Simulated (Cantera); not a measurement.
A perfectly stirred reactor is fed with 35.3 % CH4, 33.2 % H2O, 27.6 % H2, 3.89 % N2, at 0.987 atm; it is held at 1973 K, and followed from long to short residence time.

Detailed kinetics in Cantera: GRI-Mech 3.0 (53 species, 325 reactions).

Q: Predict: x(CH4) at τ = 1.60 s; x(H2O) at τ = 1.60 s; x(H2) at τ = 1.60 s; x(C2H) at τ = 1.60 s; x(CH4) at τ = 67.0 ms; x(H2O) at τ = 67.0 ms; x(H2) at τ = 67.0 ms; x(C2H) at τ = 67.0 ms.

A: 
| Quantity | Result |
|---|---|
| x(CH4) at τ = 1.60 s | 0.00456 |
| x(H2O) at τ = 1.60 s | 0.0218 |
| x(H2) at τ = 1.60 s | 0.754 |
| x(C2H) at τ = 1.60 s | 4.12e-7 |
| x(CH4) at τ = 67.0 ms | 0.0185 |
| x(H2O) at τ = 67.0 ms | 0.101 |
| x(H2) at τ = 67.0 ms | 0.686 |
| x(C2H) at τ = 67.0 ms | 1.36e-6 |
